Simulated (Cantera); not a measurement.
What does this Cantera script print?

```python
import numpy as np
import cantera as ct

gas_names = """
    N N2 V VN
""".split()
cond_names = """
    V(cr) V(L) VN(s)
""".split()


# ... load() reads the species with a 1 bar reference pressure and builds the phases ...
atoms = {
    'V': {'V': 1},
    'N2': {'N': 2},
}
top_T = {'VN(s)': 2300}  # K; cautious upper limits of use, not melting points


# ... equilibrate(T, P, feed) seeds the gas with the atoms and calls Mixture.equilibrate('TP', solver="vcs", rtol=1e-11, max_steps=5000) ...
results = []
feed = {'V': 1, 'N2': 0.4}  # mol
P = 14  # Pa
for T in [1875, 1925, 1975, 2025, 2075, 2125, 2175, 2225, 2275, 2325, 2375]:
    mix = equilibrate(T, P, feed)
    results.append((T, P, feed, dict(zip(mix.species_names, mix.species_moles))))
    x = sorted(zip(gas.X, gas.species_names), reverse=True)
    print(f"T = {T:g} K  P = {P:g} Pa  gas = {mix.phase_moles(0):.4g} mol")
    print("   x: " + "  ".join(f"{s} {v:.3e}" for v, s in x if v > 0.001))
    print("   condensed (mol): " + ("  ".join(f"{mix.phase(i).name} {mix.phase_moles(i):.4g}"
          for i in range(1, mix.n_phases) if mix.phase_moles(i) > 1e-12) or "none"))
```

It prints:

```
T = 1875 K  P = 14 Pa  gas = 0.4009 mol
   x: N2 9.978e-01  V 2.180e-03
   condensed (mol): V(cr) 0.9991
T = 1925 K  P = 14 Pa  gas = 0.402 mol
   x: N2 9.949e-01  V 5.056e-03
   condensed (mol): V(cr) 0.998
T = 1975 K  P = 14 Pa  gas = 0.4045 mol
   x: N2 9.888e-01  V 1.122e-02
   condensed (mol): V(cr) 0.9955
T = 2025 K  P = 14 Pa  gas = 0.4098 mol
   x: N2 9.761e-01  V 2.391e-02
   condensed (mol): V(cr) 0.9902
T = 2075 K  P = 14 Pa  gas = 0.4206 mol
   x: N2 9.509e-01  V 4.907e-02
   condensed (mol): V(cr) 0.9794
T = 2125 K  P = 14 Pa  gas = 0.4431 mol
   x: N2 9.028e-01  V 9.724e-02
   condensed (mol): V(cr) 0.9569
T = 2175 K  P = 14 Pa  gas = 0.4917 mol
   x: N2 8.135e-01  V 1.865e-01
   condensed (mol): V(cr) 0.9083
T = 2225 K  P = 14 Pa  gas = 0.6062 mol
   x: N2 6.598e-01  V 3.402e-01
   condensed (mol): V(L) 0.7938
T = 2275 K  P = 14 Pa  gas = 0.9965 mol
   x: V 5.986e-01  N2 4.014e-01
   condensed (mol): V(L) 0.4035
T = 2325 K  P = 14 Pa  gas = 1.4 mol
   x: V 7.143e-01  N2 2.857e-01
   condensed (mol): none
T = 2375 K  P = 14 Pa  gas = 1.4 mol
   x: V 7.143e-01  N2 2.857e-01
   condensed (mol): none
```

Method: chemical equilibrium by Gibbs-energy minimisation in Cantera with the NASA 1993 tables (ideal gas, pure condensed phases). Condensed phases not in the tables: V2N, N, O or C dissolved in the metal.
